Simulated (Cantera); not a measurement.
Feed: 1 mol Ti, 260 mol H2, 0.39 mol C3H8, equilibrated at 143 Torr.

These are equilibrium values from Cantera (NASA tables, ideal gas, pure condensed phases), not measurements of a reactor. Candidate condensed phases: C, C6H6, C7H8, C8H18, Ti, TiC; 77 gas species. TiC: taken at fixed stoichiometry. Kinetics and transport are ignored.

**Question.** Which condensed phases are stable at each of these points (T (°C)): 1225, 1300, 1375, 1450, 1525, 1600, 1675, 1750, 1825, 1900, 1975?

**Answer.** 
```tsv
T (°C)	condensed phases	Ti condensed (%)
1225	C(graphite) + TiC(s)	100.0
1300	C(graphite) + TiC(s)	100.0
1375	C(graphite) + TiC(s)	100.0
1450	C(graphite) + TiC(s)	100.0
1525	C(graphite) + TiC(s)	100.0
1600	TiC(s)	100.0
1675	TiC(s)	100.0
1750	TiC(s)	100.0
1825	TiC(s)	100.0
1900	TiC(s)	100.0
1975	TiC(s)	100.0
```

From 1225 °C to 1525 °C the condensed part is C(graphite) + TiC(s). From 1600 °C to 1975 °C the condensed part is TiC(s).
